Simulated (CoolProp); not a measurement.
Chlorine along the isobar 65 bar: density (kg/m³) from the reference equation and from simpler models built on Tc = 416.9 K, pc = 76.42 bar, ω = 0.070; each cubic takes its own stable root.

Computed with CoolProp (reference Helmholtz-energy equation of state, Thol 2021).

| T (K) | phase | reference | van der Waals | Peng-Robinson |
|---|---|---|---|---|
| 260.4 | liquid | ? | 966.1 | 1585 |
| 268.9 | liquid | 1493 | 953.2 | 1561 |
| 277.5 | liquid | 1469 | ? | 1536 |
| 286.1 | liquid | 1445 | ? | 1509 |
| 294.7 | liquid | 1420 | 911.3 | 1482 |
| 303.3 | liquid | 1394 | 896.2 | 1452 |
| 311.8 | liquid | 1368 | 880.6 | 1422 |
| 320.4 | liquid | 1340 | ? | 1389 |
| 329 | liquid | ? | 846.3 | 1354 |
| 337.6 | liquid | 1282 | 827.6 | 1317 |
| 346.2 | liquid | 1251 | 807.6 | 1277 |
| 354.7 | liquid | 1218 | 786.1 | 1235 |
| 363.3 | liquid | ? | 762.2 | ? |
| 371.9 | liquid | 1144 | 735.4 | 1135 |

Task: Complete the blanks.

Result: 
- 260.4, reference: 1517
- 277.5, van der Waals: 939.8
- 286.1, van der Waals: 925.8
- 320.4, van der Waals: 863.9
- 329, reference: 1312
- 363.3, reference: 1183
- 363.3, Peng-Robinson: 1187
